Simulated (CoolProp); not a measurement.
Vapour-liquid equilibrium of ethylene (1) + n-butane (2) at 194.7 K; x and y are mole fractions of (1).

Model: multi-fluid Helmholtz-energy mixture model, Smukala 2000 and Bücker 2006; pair parameters Bell 2016, in CoolProp.

```tsv
x	bubble pressure (bar)	y at the bubble point	dew pressure at overall composition x (bar)	liquid density (mol/L)
0.05	0.2771	0.956	0.01334	11.94
0.2	0.7951	0.986	0.01584	12.78
0.35	1.201	0.992	0.01949	13.72
0.5	1.650	0.995	(withheld)	14.76
0.65	2.191	0.997	0.03615	15.92
0.8	2.808	0.999	0.06310	(withheld)
0.95	3.440	(withheld)	0.2475	(withheld)
```

Complete the blanks.


- 0.5, dew pressure at overall composition x (bar): 0.02533
- 0.8, liquid density (mol/L): 17.17
- 0.95, y at the bubble point: 1.000
- 0.95, liquid density (mol/L): 18.47

No azeotrope shows between x = 0.05 and 0.95.

The pair parameters rest on a limited set of measurements; away from them the model extrapolates. The gap from Raoult's law changes sign with composition, which may be real or a fault of the pair parameters; it wasn't checked against measurements.
